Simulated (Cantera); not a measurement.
A freely propagating, adiabatic, planar premixed flame of 7.80 % C2H4, 18.0 % O2, 67.7 % N2, 4.76 % H2O, 1.72 % H2, unburnt at 375 K and 2.10 bar; mixture-averaged transport, grid criteria slope 0.08 and curve 0.16, no radiation.

Model: GRI-Mech 3.0 (53 species, 325 reactions), integrated in Cantera. GRI-Mech 3.0 was tuned for natural gas; its chemistry of ethylene as a main component is partial and can be far from experiment. Burning velocities carry a grid error of a few per cent, more on coarse grids.

x: mole fraction of selected species; z is measured from the peak of heat release.

```json
[
 {"z (mm)": "-0.387", "T (K)": "375", "u (m/s)": "0.977", "x C2H4": "0.0780", "x O2": "0.180", "x H2O": "0.0476", "x CH3": "<1e-8", "x NO": "<1e-8", "x C2H6": "<1e-8"},
 {"z (mm)": "-0.258", "T (K)": "375", "u (m/s)": "0.979", "x C2H4": "0.0779", "x O2": "0.180", "x H2O": "0.0476", "x CH3": "<1e-8", "x NO": "<1e-8", "x C2H6": "2.76e-8"},
 {"z (mm)": "-0.193", "T (K)": "378", "u (m/s)": "0.988", "x C2H4": "0.0778", "x O2": "0.180", "x H2O": "0.0477", "x CH3": "<1e-8", "x NO": "<1e-8", "x C2H6": "3.29e-7"},
 {"z (mm)": "-0.129", "T (K)": "402", "u (m/s)": "1.05", "x C2H4": "0.0771", "x O2": "0.177", "x H2O": "0.0495", "x CH3": "[?]", "x NO": "[?]", "x C2H6": "[?]"},
 {"z (mm)": "-0.0644", "T (K)": "718", "u (m/s)": "1.91", "x C2H4": "0.0662", "x O2": "0.153", "x H2O": "0.0715", "x CH3": "4.76e-5", "x NO": "7.07e-7", "x C2H6": "0.000206"},
 {"z (mm)": "-0.0322", "T (K)": "1151", "u (m/s)": "3.13", "x C2H4": "0.0442", "x O2": "0.115", "x H2O": "0.101", "x CH3": "0.000612", "x NO": "3.05e-6", "x C2H6": "0.000470"},
 {"z (mm)": "0", "T (K)": "1572", "u (m/s)": "4.36", "x C2H4": "0.0178", "x O2": "0.0704", "x H2O": "0.131", "x CH3": "0.00132", "x NO": "7.55e-6", "x C2H6": "0.000192"},
 {"z (mm)": "0.0322", "T (K)": "1846", "u (m/s)": "5.18", "x C2H4": "0.00355", "x O2": "0.0377", "x H2O": "0.151", "x CH3": "0.00113", "x NO": "1.58e-5", "x C2H6": "2.01e-5"},
 {"z (mm)": "0.0644", "T (K)": "1986", "u (m/s)": "5.58", "x C2H4": "0.000355", "x O2": "0.0189", "x H2O": "0.161", "x CH3": "0.000483", "x NO": "2.71e-5", "x C2H6": "9.81e-7"},
 {"z (mm)": "0.129", "T (K)": "2069", "u (m/s)": "5.79", "x C2H4": "1.17e-6", "x O2": "0.00574", "x H2O": "0.164", "x CH3": "2.95e-5", "x NO": "4.59e-5", "x C2H6": "<1e-8"},
 {"z (mm)": "0.258", "T (K)": "2113", "u (m/s)": "5.87", "x C2H4": "<1e-8", "x O2": "0.00212", "x H2O": "0.162", "x CH3": "9.89e-8", "x NO": "5.92e-5", "x C2H6": "<1e-8"},
 {"z (mm)": "0.516", "T (K)": "2154", "u (m/s)": "5.97", "x C2H4": "<1e-8", "x O2": "0.00123", "x H2O": "0.163", "x CH3": "<1e-8", "x NO": "6.55e-5", "x C2H6": "<1e-8"},
 {"z (mm)": "1.03", "T (K)": "2193", "u (m/s)": "6.06", "x C2H4": "<1e-8", "x O2": "[?]", "x H2O": "0.166", "x CH3": "<1e-8", "x NO": "6.94e-5", "x C2H6": "<1e-8"}
]
```

**Question.** Complete the blanks.

**Answer.** 
- -0.129, x CH3: 7.32e-8
- -0.129, x NO: 1.60e-8
- -0.129, x C2H6: 4.87e-6
- 1.03, x O2: 0.000633
